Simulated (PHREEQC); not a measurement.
A made-up water analysis in mmol/kgw, 25 °C, pH 6.21, pe 10.9: Na 7.33; K 0.265; Ca 1.41; Mg 2.84; Cl 2.72; S(6) 0.357; Alkalinity (meq/kgw) 13.2; Br 0.00961; Li 0.0361; Zn 0.0531.

Valence states are taken as typed.

Computed with PHREEQC (ion-association model, wateq4f.dat).

Precipitation was switched off in this run.

Task: Order these Ca species by the share of Ca that they hold, largest first: CaHCO3+, Ca+2, CaSO4.

Result: Ca+2 (90 %), CaHCO3+ (8.6 %), CaSO4 (1.7 %)

Task: Order these S species by the share of S that they hold, largest first: NaSO4-, CaSO4, ZnSO4, MgSO4, SO4-2.

Result: SO4-2 (76 %), MgSO4 (16 %), CaSO4 (6.5 %), NaSO4- (1.6 %), ZnSO4 (0.16 %)

The pH is 6.21 and the ionic strength 0.0200 mol/kgw. The database's zinc carbonate complexes are estimates, stronger than later reviews accept.
